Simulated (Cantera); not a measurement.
A Cantera script and its output.

```python
import numpy as np
import cantera as ct

gas = ct.Solution("gri30.yaml")
gas.TPX = 1748, 53000, {'CH4': 1, 'H2O': 0.55}
reactor = ct.IdealGasConstPressureReactor(gas, energy="off", clone=False)
net = ct.ReactorNet([reactor])
net.rtol, net.atol = 1e-08, 1e-18
show = ['CH4', 'H2O', 'CH3', 'C2H6', 'O2']
times = np.geomspace(2e-05, 10, 15)

steps = ct.SolutionArray(gas, extra=["t"])
rows = []
print(f"{'t/s':>10s}{'T/K':>9s}{'P/Pa':>11s}" + "".join(f"{s:>11s}" for s in show))
for t in times:
    while net.time < t:
        t_next = net.step()
        steps.append(gas.state, t=t_next)
    rows.append([np.interp(t, steps.t, y) for y in (steps.T, steps.P, *steps(*show).X.T)])
    print(f"{t:10.3e}{rows[-1][0]:9.1f}{rows[-1][1]:11.4g}" + "".join(f"{x:11.3e}" for x in rows[-1][2:]))
rate = np.gradient(steps.T, steps.t)
print("integrator steps:", len(steps.t))
if steps.T.max() > steps.T[0] + 200:
    print(f"time of steepest temperature rise: {steps.t[rate.argmax()]:.4e} s")
gas.TPX = 1748, 53000, {'CH4': 1, 'H2O': 0.55}
gas.equilibrate("TP")
print(f"equilibrium (TP): T = {gas.T:.1f} K  " + "  ".join(f"{s} {gas[s].X[0]:.3e}" for s in show))
```

Output:

```
       t/s      T/K       P/Pa        CH4        H2O        CH3       C2H6         O2
 2.000e-05   1748.0    5.3e+04  6.439e-01  3.547e-01  8.798e-04  2.222e-05  2.407e-14
 5.106e-05   1748.0    5.3e+04  6.417e-01  3.544e-01  1.870e-03  2.377e-04  6.326e-13
 1.304e-04   1748.0    5.3e+04  6.340e-01  3.536e-01  3.169e-03  1.260e-03  9.393e-12
 3.328e-04   1748.0    5.3e+04  6.019e-01  3.493e-01  4.483e-03  3.130e-03  8.492e-11
 8.498e-04   1748.0    5.3e+04  5.058e-01  3.310e-01  4.079e-03  2.629e-03  3.079e-10
 2.170e-03   1748.0    5.3e+04  3.659e-01  2.971e-01  2.700e-03  1.078e-03  3.263e-10
 5.539e-03   1748.0    5.3e+04  2.296e-01  2.633e-01  1.673e-03  3.870e-04  1.713e-10
 1.414e-02   1748.0    5.3e+04  1.216e-01  2.336e-01  9.255e-04  1.109e-04  9.627e-11
 3.611e-02   1748.0    5.3e+04  5.751e-02  2.051e-01  4.678e-04  2.688e-05  7.082e-11
 9.218e-02   1748.0    5.3e+04  3.196e-02  1.678e-01  2.675e-04  8.698e-06  4.918e-11
 2.354e-01   1748.0    5.3e+04  2.356e-02  1.159e-01  1.905e-04  4.518e-06  2.365e-11
 6.009e-01   1748.0    5.3e+04  1.683e-02  6.026e-02  1.302e-04  2.245e-06  6.567e-12
 1.534e+00   1748.0    5.3e+04  1.101e-02  1.921e-02  8.269e-05  1.048e-06  6.965e-13
 3.917e+00   1748.0    5.3e+04  8.035e-03  1.999e-03  5.963e-05  6.554e-07  7.720e-15
 1.000e+01   1748.0    5.3e+04  7.641e-03  1.010e-05  5.663e-05  6.135e-07  2.131e-19
integrator steps: 1666
equilibrium (TP): T = 1748.0 K  CH4 7.640e-03  H2O 9.075e-07  CH3 5.662e-05  C2H6 6.133e-07  O2 3.046e-21
```

Model: GRI-Mech 3.0 (53 species, 325 reactions), integrated in Cantera. GRI-Mech 3.0 stops at C3 and has no aromatics, soot or wall deposition, so with more carbon than oxygen in the feed, carbon stays in small species such as C2H2 where larger ones or solid carbon would form.
